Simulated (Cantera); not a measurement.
A perfectly stirred reactor is fed with CH₄ : O₂ : N₂ = 1 : 1.18 : 4.42 (molar parts), equivalence ratio 1.7, at 0.217 atm; it is adiabatic with a 400 K inlet, and is followed from long to short residence time, starting on the burning branch (τ in s: 0.058, 0.024, 0.01, 0.0044, 0.0018, 0.00078, 0.00033, 0.00014, 5.9e-05, 2.5e-05, 1e-05).

Model: GRI-Mech 3.0 (53 species, 325 reactions), integrated in Cantera.

x: mole fraction; the columns are a selection and need not sum to one.

| τ (s) | T (K) | x CH₄ | x O₂ | x CO | x C₂H₂ | x HCO |
|---|---|---|---|---|---|---|
| 0.058 | 1839 | 0.00281 | 0.000898 | 0.0935 | ? | 3.93e-7 |
| 0.024 | 1831 | 0.00347 | 0.00173 | 0.0920 | ? | 8.55e-7 |
| 0.010 | 1813 | 0.00458 | 0.00346 | 0.0908 | ? | 1.85e-6 |
| 0.0044 | 1774 | 0.00695 | 0.00754 | 0.0897 | ? | 3.84e-6 |
| 0.0018 | 400 | 0.152 | 0.179 | <1e-12 | <1e-12 | <1e-12 |
| 0.00078 | 400 | 0.152 | 0.179 | <1e-12 | <1e-12 | <1e-12 |
| 0.00033 | 400 | 0.152 | 0.179 | <1e-12 | <1e-12 | <1e-12 |
| 0.00014 | 400 | 0.152 | 0.179 | <1e-12 | <1e-12 | <1e-12 |
| 5.9e-5 | 400 | 0.152 | 0.179 | <1e-12 | <1e-12 | <1e-12 |
| 2.5e-5 | 400 | 0.152 | 0.179 | <1e-12 | <1e-12 | <1e-12 |
| 1.0e-5 | 400 | 0.152 | 0.179 | <1e-12 | <1e-12 | <1e-12 |

Q: Fill in the missing entries.

A: 
- 0.058, x C₂H₂: 0.00269
- 0.024, x C₂H₂: 0.00331
- 0.010, x C₂H₂: 0.00386
- 0.0044, x C₂H₂: 0.00425
